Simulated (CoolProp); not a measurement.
A single-stage vapour-compression cycle with the fluid: evaporating at 308.15 K (dew point), condensing at 356.15 K (bubble point), superheat 5 K, subcooling 0 K, compressor efficiency 0.8, no pressure losses. The same conditions are run with several fluids, on thermodynamics alone (safety and materials aside).

Computed with CoolProp (reference Helmholtz-energy equation of state of each fluid (n-hexane: Thol 2019; isobutene: Lemmon 2005; dimethyl carbonate: Zhou 2011; R365MFC: Lemmon 2016; dimethyl ether: Wu 2011; carbonyl sulfide: Lemmon 2006)).

```
fluid               cooling COP  pressure ratio  discharge temperature (K)  refrigerating effect (kJ/kg)  volumetric capacity (kJ/m³)
------------------  -----------  --------------  -------------------------  ----------------------------  ---------------------------
n-hexane                   4.11            5.08                      356.2                           [?]                          260
isobutene                  3.84            3.19                      361.7                           [?]                         2270
dimethyl carbonate          [?]             [?]                      371.3                           328                          136
R365MFC                    3.94            4.55                      356.2                           126                          [?]
dimethyl ether             3.82             [?]                      375.1                           264                         4210
carbonyl sulfide            [?]            2.64                      398.3                           [?]                         7380
```

**Question.** Some entries are withheld; supply them.

**Answer.** 
- n-hexane, refrigerating effect (kJ/kg): 252
- isobutene, refrigerating effect (kJ/kg): 231
- dimethyl carbonate, cooling COP: 4.48
- dimethyl carbonate, pressure ratio: 6.76
- R365MFC, volumetric capacity (kJ/m³): 624
- dimethyl ether, pressure ratio: 3.04
- carbonyl sulfide, cooling COP: 3.48
- carbonyl sulfide, refrigerating effect (kJ/kg): 160

The compression ends wet for: n-hexane; R365MFC.
